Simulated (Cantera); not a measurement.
A closed system holds: 1 mol (CH₃)₂SiCl₂, 0.015 mol C₃H₈, 110 mol H₂, at 0.00130 bar.

Method: chemical equilibrium by Gibbs-energy minimisation in Cantera with the NASA 1993 tables (ideal gas, pure condensed phases). Candidate condensed phases: C, C₆H₆, C₇H₈, C₈H₁₈, Si, SiC; 109 gas species. The feed counts by its element totals alone. The tables' values for SiCl are old estimates; treat these amounts as uncertain. Gases not in the tables: Si₂H₆ and higher silanes. The numbers say what is thermodynamically allowed, not how fast it happens.

x: gas mole fraction; n: condensed amount in mol.

| T (K) | x H₂ | x H | x HCl | x Si | x C₂H₂ (acetylene) | x Cl | n C(graphite) | n SiC(s) |
|---|---|---|---|---|---|---|---|---|
| 1000 | 0.982 | 6.24e-8 | 0.0175 | <1e-12 | 1.12e-9 | 1.04e-9 | 1.03 | 1.000 |
| 1100 | 0.982 | [?] | 0.0175 | <1e-12 | [?] | [?] | 1.04 | 1.000 |
| 1200 | 0.982 | 5.42e-6 | 0.0175 | 1.80e-12 | 1.01e-7 | 8.40e-8 | 1.04 | 1.000 |
| 1300 | 0.982 | 3.04e-5 | 0.0175 | 9.86e-11 | 5.66e-7 | 4.58e-7 | 1.04 | 1.000 |
| 1400 | 0.982 | 0.000134 | 0.0175 | 3.04e-9 | 2.47e-6 | 1.96e-6 | 1.04 | 0.999 |
| 1500 | 0.982 | 0.000484 | 0.0175 | 5.90e-8 | 8.86e-6 | 6.95e-6 | 1.04 | 0.999 |
| 1600 | 0.981 | 0.00149 | 0.0175 | 7.88e-7 | 2.70e-5 | 2.10e-5 | 1.04 | 0.999 |
| 1700 | 0.978 | [?] | 0.0174 | [?] | [?] | [?] | 1.03 | 0.997 |
| 1800 | 0.973 | 0.00979 | 0.0173 | 5.88e-5 | 0.000171 | 0.000133 | 1.02 | 0.990 |
| 1900 | 0.960 | 0.0216 | 0.0170 | 0.000360 | 0.000367 | 0.000288 | 1.01 | 0.950 |
| 2000 | 0.937 | 0.0436 | 0.0164 | 0.00184 | 0.000719 | 0.000570 | 1.10 | 0.750 |
| 2100 | 0.892 | 0.0816 | 0.0155 | 0.00709 | 0.00129 | 0.00104 | 1.59 | 0 |

**Question.** Complete the blanks.

**Answer.** 
- 1700, x H: 0.00404
- 1700, x Si: 7.74e-6
- 1700, x C₂H₂ (acetylene): 7.18e-5
- 1700, x Cl: 5.59e-5
- 1100, x H: 7.11e-7
- 1100, x C₂H₂ (acetylene): 1.31e-8
- 1100, x Cl: 1.14e-8
